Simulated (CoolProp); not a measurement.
Computed with CoolProp (reference Helmholtz-energy equation of state, Guder 2009).

### Question
Give the vapour pressure (bar), vapour density (kg/m³), liquid cp (kJ/(kg K)) of saturated sulfur hexafluoride at 263, 268 K.

### Answer
| T (K) | p (bar) | vapour density (kg/m³) | liquid cp (kJ/(kg K)) |
|---|---|---|---|
| 263 | 9.36 | 77.0 | 0.982 |
| 268 | 10.8 | 89.7 | 1.01 |
